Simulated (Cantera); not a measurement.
An adiabatic, constant-pressure homogeneous reactor starts with CH4 : C2H6 : C3H8 : O2 : N2 = 1 : 0.039 : 0.058 : 1.87 : 7.02 (molar parts), equivalence ratio 1.3, at 1700 K and 1.00 atm. Integrator tolerance rtol = 1e-08.

Model: GRI-Mech 3.0 (53 species, 325 reactions), integrated in Cantera.

Q: What does this change do: 0.35 parts H2 added?

A: 
| quantity | before | after |
|---|---|---|
| time of steepest temperature rise | 57.1 µs | 46.0 µs |
| temperature at 0.300 s | 2832 K | 2833 K |
| equilibrium temperature | 2832 K | 2833 K |
| x(CH4) at 0.300 s | <1e-12 (gas-phase equilibrium <1e-12) | <1e-12 (gas-phase equilibrium <1e-12) |
| x(C2H6) at 0.300 s | <1e-12 (gas-phase equilibrium <1e-12) | <1e-12 (gas-phase equilibrium <1e-12) |
| x(C3H8) at 0.300 s | <1e-12 (gas-phase equilibrium <1e-12) | <1e-12 (gas-phase equilibrium <1e-12) |
| x(HO2) at 0.300 s | 2.71e-6 (gas-phase equilibrium 2.71e-6) | 1.96e-6 (gas-phase equilibrium 1.96e-6) |
| x(HCO) at 0.300 s | 1.43e-7 (gas-phase equilibrium 1.43e-7) | 1.72e-7 (gas-phase equilibrium 1.72e-7) |

Q: What does this change do: initial temperature 1700 to 1625 K?

A: 
| quantity | before | after |
|---|---|---|
| time of steepest temperature rise | 57.1 µs | 91.1 µs |
| temperature at 0.300 s | 2832 K | 2805 K |
| equilibrium temperature | 2832 K | 2805 K |
| x(CH4) at 0.300 s | <1e-12 (gas-phase equilibrium <1e-12) | <1e-12 (gas-phase equilibrium <1e-12) |
| x(C2H6) at 0.300 s | <1e-12 (gas-phase equilibrium <1e-12) | <1e-12 (gas-phase equilibrium <1e-12) |
| x(C3H8) at 0.300 s | <1e-12 (gas-phase equilibrium <1e-12) | <1e-12 (gas-phase equilibrium <1e-12) |
| x(HO2) at 0.300 s | 2.71e-6 (gas-phase equilibrium 2.71e-6) | 2.38e-6 (gas-phase equilibrium 2.38e-6) |
| x(HCO) at 0.300 s | 1.43e-7 (gas-phase equilibrium 1.43e-7) | 1.31e-7 (gas-phase equilibrium 1.31e-7) |
